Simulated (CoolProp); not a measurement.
Propylene along the isobar 3.95 MPa: density (kg/m³) from the reference equation and from simpler models built on Tc = 364.2 K, pc = 4.555 MPa, ω = 0.146; each cubic takes its own stable root.

The numbers come from the reference Helmholtz-energy equation of state, Lemmon 2013 in CoolProp.

```json
[
 {"T (K)": "269.5", "phase": "liquid", "reference": "558.1"},
 {"T (K)": "283.1", "phase": "liquid", "reference": "538.6"},
 {"T (K)": "296.7", "phase": "liquid", "reference": "517.5"},
 {"T (K)": "310.3", "phase": "liquid", "reference": "494.2"},
 {"T (K)": "323.9", "phase": "liquid", "reference": "467.3"},
 {"T (K)": "337.5", "phase": "liquid", "reference": "434.2"},
 {"T (K)": "351.1", "phase": "liquid", "reference": "385.4"},
 {"T (K)": "364.7", "phase": "gas", "reference": "94.44"},
 {"T (K)": "378.3", "phase": "gas", "reference": "79.53"},
 {"T (K)": "391.8", "phase": "gas", "reference": "71.02"},
 {"T (K)": "405.4", "phase": "gas", "reference": "64.99"},
 {"T (K)": "419", "phase": "gas", "reference": "60.36"},
 {"T (K)": "432.6", "phase": "gas", "reference": "56.61"},
 {"T (K)": "446.2", "phase": "gas", "reference": "53.47"},
 {"T (K)": "459.8", "phase": "gas", "reference": "50.78"},
 {"T (K)": "473.4", "phase": "gas", "reference": "48.44"}
]
```

Q: How far does each simpler model (van der Waals, Redlich-Kwong, Soave-Redlich-Kwong, Peng-Robinson) lie from the reference over these 16 states: mean and median of the absolute difference, and the worst?

A: 
- van der Waals: mean 17.0 %, median 5.1 %, worst -38.7 % at 351.1 K and 3.95 MPa
- Redlich-Kwong: mean 5.9 %, median 1.4 %, worst -19.7 % at 351.1 K and 3.95 MPa
- Soave-Redlich-Kwong: mean 5.1 %, median 1.4 %, worst -17.4 % at 351.1 K and 3.95 MPa
- Peng-Robinson: mean 3.1 %, median 2.7 %, worst -7.4 % at 351.1 K and 3.95 MPa
